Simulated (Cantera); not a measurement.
A perfectly stirred reactor is fed with 8.83 % CO, 6.18 % H2, 17.8 % O2, 67.2 % N2, equivalence ratio 0.42, at 7.20 bar; it is adiabatic with a 475 K inlet, and is followed from long to short residence time, starting on the burning branch (τ in s: 0.022, 0.0099, 0.0046, 0.0021, 0.00096, 0.00044, 0.0002, 9.4e-05, 4.3e-05, 2e-05, 9.1e-06, 4.2e-06).

Computed with Cantera and GRI-Mech 3.0 (53 species, 325 reactions). The hydrogen kinetics of GRI-Mech 3.0 are dated; newer H2 mechanisms differ, most at raised pressure.

x: mole fraction; the columns are a selection and need not sum to one.

```tsv
τ (s)	T (K)	x CO	x H2	x O2	x O	x H2O	x NO	x HO2
0.022	1682	0.000554	4.11e-5	0.112	4.75e-5	0.0665	9.66e-6	3.70e-6
0.0099	1679	0.000963	7.03e-5	0.112	7.92e-5	0.0664	1.00e-5	6.17e-6
0.0046	1672	0.00164	0.000118	0.112	0.000130	0.0663	9.78e-6	1.02e-5
0.0021	1662	0.00283	0.000201	0.113	0.000215	0.0660	8.61e-6	1.70e-5
0.00096	1644	0.00496	0.000346	0.114	0.000349	0.0657	6.78e-6	2.85e-5
0.00044	1611	0.00892	0.000616	0.115	0.000543	0.0652	4.78e-6	4.83e-5
0.00020	1538	(withheld)	(withheld)	0.119	(withheld)	0.0642	(withheld)	(withheld)
9.4e-5	475	0.0883	0.0618	0.178	<1e-12	<1e-12	<1e-12	<1e-12
4.3e-5	475	0.0883	0.0618	0.178	<1e-12	<1e-12	<1e-12	<1e-12
2.0e-5	475	0.0883	0.0618	0.178	<1e-12	<1e-12	<1e-12	<1e-12
9.1e-6	475	0.0883	0.0618	0.178	<1e-12	<1e-12	<1e-12	<1e-12
4.2e-6	475	0.0883	0.0618	0.178	<1e-12	<1e-12	<1e-12	<1e-12
```

Problem. Complete the blanks.

Solution. 
- 0.00020, x CO: 0.0179
- 0.00020, x H2: 0.00128
- 0.00020, x O: 0.000737
- 0.00020, x NO: 2.64e-6
- 0.00020, x HO2: 8.89e-5
